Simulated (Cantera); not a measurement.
What does this Cantera script print?

```python
import numpy as np
import cantera as ct

gas = ct.Solution("h2o2.yaml")
gas.TPX = 700, 17000, {'H2': 1, 'O2': 0.769, 'N2': 3.77, 'H2O': 0.12}
flame = ct.FreeFlame(gas, width=0.14)
flame.set_refine_criteria(ratio=3, slope=0.08, curve=0.16)
flame.transport_model = "mixture-averaged"
flame.solve(loglevel=0, auto=True)
z, T = flame.grid, flame.T
thick = (T[-1] - T[0]) / np.gradient(T, z).max()
show = ['H2', 'O2', 'H2O', 'OH', 'H', 'HO2']
print(f"laminar burning velocity  {flame.velocity[0] * 100:.3f} cm/s")
print(f"burnt temperature         {T[-1]:.1f} K")
print(f"thermal thickness         {thick * 1e3:.4f} mm")
print(f"grid points               {len(z)}")
z0 = z[flame.heat_release_rate.argmax()]
print(f"{'z/mm':>9s}{'T/K':>9s}{'u/(m/s)':>9s}" + "".join(f"{s:>11s}" for s in show))
rows = []
for k in (-3, -2, -1.5, -1, -0.5, -0.25, 0, 0.25, 0.5, 1, 2, 4, 8):
    zz = z0 + k * thick
    rows.append([k * thick, np.interp(zz, z, T), np.interp(zz, z, flame.velocity),
                 *(np.interp(zz, z, flame.X[gas.species_index(s)]) for s in show)])
    print(f"{rows[-1][0] * 1e3:9.3f}{rows[-1][1]:9.1f}{rows[-1][2]:9.3f}" + "".join(f"{x:11.3e}" for x in rows[-1][3:]))
```

Output:

```
laminar burning velocity  549.936 cm/s
burnt temperature         1979.6 K
thermal thickness         5.5167 mm
grid points               123
     z/mm      T/K  u/(m/s)         H2         O2        H2O         OH          H        HO2
  -16.550    700.0    5.499  1.767e-01  1.359e-01  2.121e-02  4.199e-16  5.908e-14  1.495e-11
  -11.033    700.0    5.499  1.767e-01  1.359e-01  2.121e-02  1.885e-13  2.777e-11  2.538e-10
   -8.275    700.0    5.499  1.767e-01  1.359e-01  2.121e-02  1.336e-11  2.120e-09  8.950e-09
   -5.517    700.0    5.499  1.767e-01  1.359e-01  2.121e-02  5.024e-09  6.377e-07  1.224e-06
   -2.758    710.2    5.570  1.743e-01  1.357e-01  2.212e-02  3.129e-05  4.126e-04  4.532e-05
   -1.379    812.5    6.306  1.532e-01  1.314e-01  3.415e-02  3.167e-04  6.126e-03  3.424e-05
    0.000   1095.9    8.315  7.129e-02  9.900e-02  1.006e-01  2.539e-03  3.197e-02  1.827e-05
    1.379   1314.3    9.865  2.219e-02  6.627e-02  1.574e-01  5.713e-03  3.932e-02  1.024e-05
    2.758   1421.4   10.603  1.727e-02  6.064e-02  1.681e-01  7.201e-03  3.276e-02  8.036e-06
    5.517   1539.8   11.397  1.580e-02  5.791e-02  1.758e-01  8.670e-03  2.368e-02  6.356e-06
   11.033   1660.3   12.185  1.342e-02  5.561e-02  1.842e-01  9.681e-03  1.511e-02  4.895e-06
   22.067   1771.0   12.891  1.006e-02  5.377e-02  1.930e-01  9.761e-03  8.243e-03  3.570e-06
   44.134   1861.1   13.456  6.410e-03  5.258e-02  2.010e-01  8.707e-03  3.673e-03  2.384e-06
```

Detailed kinetics in Cantera: the H2/O2 subset of GRI-Mech 3.0, which has no nitrogen chemistry. Burning velocities carry a grid error of a few per cent, more on coarse grids. Lean hydrogen flames are cellular in practice and burn faster than this planar one.
